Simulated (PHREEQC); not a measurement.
NH3 is added in steps, without added water, to 1 kg of water holding 0.0063 mol/kgw BaCl2, 0.002 mol/kgw Na2CO3 and 0.00048 mol/kgw KCl, at 25 °C. O2 is buffered at 0.21 atm. The system is closed to CO2. Solids allowed: Witherite, Halite, Sylvite. Others were left out.

Base run: PHREEQC, ion-association model, phreeqc.dat. Each further column changes one thing. The table gives C in solution (mol/kgw).

```json
[
 {"NH3 added (mol)": "0", "base": "2.09e-5", "all activity coefficients set to 1": "…", "Debye-Hückel limiting law": "2.26e-5", "Davies equation for every ion": "2.09e-5", "metal-ligand complexes left out": "1.92e-5"},
 {"NH3 added (mol)": "0.0001065", "base": "1.03e-5", "all activity coefficients set to 1": "5.74e-6", "Debye-Hückel limiting law": "1.17e-5", "Davies equation for every ion": "1.04e-5", "metal-ligand complexes left out": "…"},
 {"NH3 added (mol)": "0.000213", "base": "8.21e-6", "all activity coefficients set to 1": "4.60e-6", "Debye-Hückel limiting law": "9.34e-6", "Davies equation for every ion": "8.26e-6", "metal-ligand complexes left out": "6.60e-6"},
 {"NH3 added (mol)": "0.0003195", "base": "7.25e-6", "all activity coefficients set to 1": "4.10e-6", "Debye-Hückel limiting law": "8.26e-6", "Davies equation for every ion": "7.31e-6", "metal-ligand complexes left out": "5.66e-6"},
 {"NH3 added (mol)": "0.0003905", "base": "6.85e-6", "all activity coefficients set to 1": "3.89e-6", "Debye-Hückel limiting law": "7.80e-6", "Davies equation for every ion": "6.90e-6", "metal-ligand complexes left out": "…"},
 {"NH3 added (mol)": "0.000497", "base": "6.42e-6", "all activity coefficients set to 1": "3.68e-6", "Debye-Hückel limiting law": "7.31e-6", "Davies equation for every ion": "6.47e-6", "metal-ligand complexes left out": "…"},
 {"NH3 added (mol)": "0.0006035", "base": "6.11e-6", "all activity coefficients set to 1": "…", "Debye-Hückel limiting law": "6.96e-6", "Davies equation for every ion": "6.16e-6", "metal-ligand complexes left out": "4.55e-6"},
 {"NH3 added (mol)": "0.00071", "base": "5.88e-6", "all activity coefficients set to 1": "3.40e-6", "Debye-Hückel limiting law": "6.69e-6", "Davies equation for every ion": "5.93e-6", "metal-ligand complexes left out": "4.32e-6"}
]
```

Some entries are withheld; supply them.


- 0, all activity coefficients set to 1: 1.42e-5
- 0.0001065, metal-ligand complexes left out: 8.66e-6
- 0.0003905, metal-ligand complexes left out: 5.27e-6
- 0.000497, metal-ligand complexes left out: 4.85e-6
- 0.0006035, all activity coefficients set to 1: 3.52e-6
